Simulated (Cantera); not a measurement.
Charge: 1 mol BN, 0.33 mol H₂O, 0.43 mol N₂, 0.69 mol O₂, equilibrated at 10.0 mbar.

These are equilibrium values from Cantera (NASA tables, ideal gas, pure condensed phases), not measurements of a reactor. Candidate condensed phases: B, BN, B₂O₃, B₃O₃H₃, H₂O; 39 gas species. Gases not in the tables: H₃BO₃. Kinetics and transport are ignored.

x: gas mole fraction; n: condensed amount in mol.

```
T (K)   x N₂  x HBO₂   x B₂O₃   x H₂O    x H₂  x HBO  n B₂O₃(l)
-----  -----  ------  -------  ------  ------  -----  ---------
1550   0.691   0.116  0.00583  0.0978  0.0890      ?      0.414
1600   0.671   0.152   0.0147  0.0755  0.0863      ?      0.374
1650   0.644   0.185   0.0348  0.0529  0.0826      ?      0.316
1700   0.603   0.207   0.0782  0.0330  0.0768      ?      0.219
1750   0.536   0.209    0.167  0.0174  0.0670      ?     0.0258
1800   0.528   0.206    0.179  0.0175  0.0653      ?          0
1850   0.528   0.204    0.180  0.0187  0.0647      ?          0
```

**Question.** Complete the blanks.

**Answer.** 
- 1550, x HBO: 7.80e-5
- 1600, x HBO: 0.000170
- 1650, x HBO: 0.000367
- 1700, x HBO: 0.000787
- 1750, x HBO: 0.00165
- 1800, x HBO: 0.00198
- 1850, x HBO: 0.00223
